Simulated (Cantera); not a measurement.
A Cantera script and what it prints.

```python
import numpy as np
import cantera as ct

gas_names = [...]  # 92 gases of nasa_gas.yaml made of C, H, N
cond_names = """
    C(gr) C6H6(L) C7H8(L) C8H18(L),n-octa
""".split()


# ... load() reads the species with a 1 bar reference pressure and builds the phases ...
atoms = {
    'toluene': {'C': 7, 'H': 8},
    'H2': {'H': 2},
    'N2': {'N': 2},
}
top_T = {'C(gr)': 4500}  # K; cautious upper limits of use, not melting points


# ... equilibrate(T, P, feed) seeds the gas with the atoms and calls Mixture.equilibrate('TP', solver="vcs", rtol=1e-11, max_steps=5000) ...
results = []
feed = {'toluene': 1, 'H2': 26, 'N2': 19}  # mol
T = 525  # K
for P in [10, 100, 1000, 10000, 100000, 1000000, 10000000]:
    mix = equilibrate(T, P, feed)
    results.append((T, P, feed, dict(zip(mix.species_names, mix.species_moles))))

top = {s: max(r[3][s] / sum(r[3][g] for g in gas_names) for r in results) for s in gas_names}
cols = sorted((s for s in top if top[s] > 1e-06), key=lambda s: -top[s])[:7]
seen = [c for c in cond_names if any(r[3].get(c, 0) > 1e-12 for r in results)]
print("log10 of partial pressures in bar; condensed amounts in mol")
print(f"{'P/Pa':>10s}" + "".join(f"{s[:9]:>10s}" for s in cols + seen))
for T, P, feed, n in results:
    ng = sum(n[g] for g in gas_names)
    print(f"{P:10.4g}" + "".join(f"{np.log10(max(n[s] / ng * P / 1e5, 1e-99)):10.3f}" for s in cols)
          + "".join(f"{n.get(c, 0):10.4g}" for c in seen))
```

Output:

```
log10 of partial pressures in bar; condensed amounts in mol
      P/Pa        H2        N2       NH3       CH4     C(gr)
        10    -4.246    -4.398    -9.315    -5.496     5.484
       100    -3.402    -3.349    -7.525    -3.808    0.4052
      1000    -2.419    -2.345    -5.549    -2.778         0
     1e+04    -1.423    -1.345    -3.554    -1.777         0
     1e+05    -0.452    -0.346    -1.599    -0.767         0
     1e+06     0.365     0.649     0.125     0.276         0
     1e+07     0.904     1.643     1.429     1.325         0
```

Cantera equilibrium calculation (NASA polynomials, part measured and part estimated; ideal gas, pure solids and liquids). The ideal-gas law is rough above about 30 bar.
